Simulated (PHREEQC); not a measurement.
Consider water at 25 °C with 2.8 mmol/kgw NH3, 1.8 mmol/kgw Na2SiO3 and 3.4 mmol/kgw K3PO4. Closed to the air; pH follows from the charge balance.

Equilibrium calculation in PHREEQC: ion-association model, wateq4f.dat.

```json
{
 "pH": "11.58",
 "ionic_strength": "0.0189 mol/kgw",
 "total_alkalinity": "13.2 meq/kg"
}
```

| species | molality | activity | log γ |
|---|---|---|---|
| K+ | 0.0102 | 0.00885 | -0.060 |
| OH- | 0.00435 | 0.00378 | -0.060 |
| Na+ | 0.00359 | 0.00314 | -0.058 |
| NH3 | 0.00279 | 0.00279 | 0.000 |
| HPO4-2 | 0.00253 | 0.00149 | -0.229 |
| H3SiO4- | 0.00171 | 0.00149 | -0.059 |
| PO4-3 | 0.000832 | 0.000254 | -0.514 |

Precipitation was switched off in this run. H3PO4, which wateq4f.dat lacks, is added to it with the constant of phreeqc.dat.
